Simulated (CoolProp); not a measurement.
Properties of nitrous oxide along the isotherm 473.1 K.

Computed with CoolProp (reference Helmholtz-energy equation of state, Lemmon 2006). It is a short technical equation, of lower accuracy than the large ones.

```csv
p (bar),phase,cp (kJ/(kg K)),speed of sound (m/s),isothermal compressibility (1/MPa),expansivity (1/kK),fugacity coefficient
40.2,gas,1.095,325.3,0.2594,2.515,0.9580
80.5,supercritical,1.178,321.6,0.1344,2.961,0.9189
121,supercritical,1.271,320.9,0.09176,3.425,0.8826
161,supercritical,1.367,324.2,0.06931,3.840,0.8500
201,supercritical,1.453,332.2,0.05425,4.134,0.8210
241,supercritical,1.520,345.2,0.04291,4.258,0.7959
282,supercritical,1.564,363.1,0.03387,4.215,0.7741
322,supercritical,1.586,383.8,0.02707,4.054,0.7567
362,supercritical,1.593,406.6,0.02187,3.833,0.7428
```
